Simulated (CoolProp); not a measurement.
Vapour-liquid equilibrium of isobutane (1) + isobutene (2) at -9.65 °C; x and y are mole fractions of (1).

Model: multi-fluid Helmholtz-energy mixture model, Bücker 2006 and Lemmon 2005; pair parameters Bell 2016, in CoolProp.

Problem. Give the bubble pressure and the first vapour's composition at x = 0.05, 0.35, 0.5. Is there an azeotrope?

Solution. x = 0.05: 0.9258 bar, y = 0.063; x = 0.35: 0.9949 bar, y = 0.396; x = 0.5: 1.024 bar, y = 0.544. No azeotrope shows between x = 0.05 and 0.95.

Pair parameters are fitted to limited data, so mixtures are less certain than the pure fluids.
